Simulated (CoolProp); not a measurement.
Properties of methanol along the isotherm 291.9 K.

Values from CoolProp's reference Helmholtz-energy equation of state, de Reuck 1993.

```csv
p (MPa),phase,speed of sound (m/s),isothermal compressibility (1/MPa)
1.23,liquid,1128,0.001194
2.46,liquid,1135,0.001176
3.7,liquid,1143,0.001158
4.93,liquid,1150,0.001141
6.16,liquid,1158,0.001125
7.39,liquid,1165,0.001109
8.63,liquid,1172,0.001094
9.86,liquid,1179,0.001079
11.1,liquid,1186,0.001065
12.3,liquid,1192,0.001051
```
